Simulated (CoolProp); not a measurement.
Vapour-liquid equilibrium of propane (1) + n-butane (2) at -34.95 °C; x and y are mole fractions of (1).

Values from CoolProp's multi-fluid Helmholtz-energy mixture model, Lemmon 2009 and Bücker 2006; pair parameters Kunz 2012.

| x | bubble pressure (MPa) | y at the bubble point | dew pressure at overall composition x (MPa) | liquid density (mol/L) |
|---|---|---|---|---|
| 0.05 | 0.02748 | 0.238 | 0.02293 | 11.05 |
| 0.125 | 0.03586 | 0.460 | 0.02455 | 11.18 |
| 0.2 | 0.04435 | 0.599 | 0.02641 | 11.32 |
| 0.275 | 0.05291 | (withheld) | (withheld) | 11.46 |
| 0.35 | 0.06152 | 0.763 | 0.03115 | (withheld) |
| 0.425 | 0.07018 | 0.815 | 0.03422 | 11.75 |
| 0.5 | 0.07886 | 0.856 | 0.03797 | 11.90 |
| 0.575 | 0.08757 | (withheld) | 0.04262 | 12.06 |
| 0.65 | 0.09629 | 0.917 | (withheld) | (withheld) |
| 0.725 | 0.1050 | 0.940 | 0.05648 | 12.37 |
| 0.8 | 0.1138 | 0.959 | 0.06743 | 12.53 |
| 0.875 | 0.1227 | (withheld) | 0.08357 | 12.70 |
| 0.95 | 0.1315 | 0.991 | (withheld) | 12.87 |

Problem. Fill in the missing entries.

Solution. 
- 0.275, y at the bubble point: 0.694
- 0.275, dew pressure at overall composition x (MPa): 0.02859
- 0.35, liquid density (mol/L): 11.61
- 0.575, y at the bubble point: 0.889
- 0.65, dew pressure at overall composition x (MPa): 0.04859
- 0.65, liquid density (mol/L): 12.21
- 0.875, y at the bubble point: 0.976
- 0.95, dew pressure at overall composition x (MPa): 0.1096

No azeotrope shows between x = 0.05 and 0.95.

Pair parameters are fitted to limited data, so mixtures are less certain than the pure fluids.
